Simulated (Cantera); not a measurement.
## Adiabatic ignition

An adiabatic, constant-volume homogeneous reactor starts with CH₄ : H₂ : O₂ : N₂ : H₂O = 1 : 0.042 : 1.35 : 10.4 : 1.3 (molar parts), at 1800 K and 0.513 atm.

Detailed kinetics in Cantera: GRI-Mech 3.0 (53 species, 325 reactions).

| t (s) | T (K) | P (bar) | x CH₄ | x H₂ | x O₂ | x H₂O | x NO | x OH |
|---|---|---|---|---|---|---|---|---|
| 3.00e-6 | 1800 | 0.520 | 0.0709 | 0.00298 | 0.0958 | 0.0923 | <1e-12 | 8.72e-7 |
| 7.32e-6 | 1800 | 0.520 | 0.0709 | 0.00299 | 0.0958 | 0.0923 | <1e-12 | 1.25e-6 |
| 1.79e-5 | 1799 | 0.520 | 0.0708 | 0.00301 | 0.0958 | 0.0923 | 2.64e-12 | 2.07e-6 |
| 4.36e-5 | 1799 | 0.520 | 0.0706 | 0.00307 | 0.0957 | 0.0924 | 1.09e-11 | 4.24e-6 |
| 0.000107 | 1798 | 0.520 | 0.0694 | 0.00338 | 0.0952 | 0.0929 | 6.89e-11 | 1.30e-5 |
| 0.000260 | 1864 | 0.545 | 0.0474 | 0.0165 | 0.0822 | 0.105 | 1.48e-8 | 0.000205 |
| 0.000635 | 2562 | 0.787 | <1e-12 | 0.0501 | 0.00246 | 0.161 | 0.000231 | 0.0101 |
| 0.00155 | 2619 | 0.802 | <1e-12 | 0.0494 | 0.00163 | 0.165 | 0.000594 | 0.00850 |
| 0.00378 | 2621 | 0.802 | <1e-12 | 0.0497 | 0.00150 | 0.165 | 0.00125 | 0.00818 |
| 0.00923 | 2617 | 0.801 | <1e-12 | 0.0501 | 0.00143 | 0.165 | 0.00196 | 0.00800 |
| 0.0225 | 2616 | 0.801 | <1e-12 | 0.0502 | 0.00141 | 0.164 | 0.00215 | 0.00795 |
| 0.0550 | 2616 | 0.801 | <1e-12 | 0.0502 | 0.00141 | 0.164 | 0.00216 | 0.00795 |
| 0.134 | 2616 | 0.801 | <1e-12 | 0.0502 | 0.00141 | 0.164 | 0.00216 | 0.00795 |
| 0.328 | 2616 | 0.801 | <1e-12 | 0.0502 | 0.00141 | 0.164 | 0.00216 | 0.00795 |
| 0.800 | 2616 | 0.801 | <1e-12 | 0.0502 | 0.00141 | 0.164 | 0.00216 | 0.00795 |
x: mole fraction; the columns are a selection and need not sum to one.

| Item | Result |
|---|---|
| time of steepest temperature rise | 0.307 ms |
| temperature at 0.800 s | 2616 K |
| equilibrium temperature | 2616 K |
| x(CH₄) at 0.800 s | <1e-12 (gas-phase equilibrium <1e-12) |
| x(H₂) at 0.800 s | 0.0502 (gas-phase equilibrium 0.0502) |
| x(O₂) at 0.800 s | 0.00141 (gas-phase equilibrium 0.00141) |
